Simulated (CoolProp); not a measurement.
2000 sccm (0 °C, 1 atm) of nitrogen bubbles through liquid cyclohexane at 333.5 K and leaves saturated at a total pressure of 0.15 MPa (ideal gas phase). Each further row changes one setting.

Values from CoolProp's reference Helmholtz-energy equation of state, Zhou 2014.

```json
[
 {"case": "as stated", "vapour pressure (kPa)": "52.6", "mole fraction of vapour": "0.350", "delivery (mg/min)": "4050", "delivery (sccm)": "1080", "change of delivery for a bath 1 K warmer (%)": "…"},
 {"case": "bath temperature 338.5 K", "vapour pressure (kPa)": "62.3", "mole fraction of vapour": "0.415", "delivery (mg/min)": "…", "delivery (sccm)": "…", "change of delivery for a bath 1 K warmer (%)": "…"},
 {"case": "total pressure 0.3 MPa", "vapour pressure (kPa)": "52.6", "mole fraction of vapour": "0.175", "delivery (mg/min)": "…", "delivery (sccm)": "425", "change of delivery for a bath 1 K warmer (%)": "4.3"}
]
```

**Question.** What belongs in the gaps?

**Answer.** 
- as stated, change of delivery for a bath 1 K warmer (%): 5.5
- bath temperature 338.5 K, delivery (mg/min): 5330
- bath temperature 338.5 K, delivery (sccm): 1420
- bath temperature 338.5 K, change of delivery for a bath 1 K warmer (%): 5.9
- total pressure 0.3 MPa, delivery (mg/min): 1600
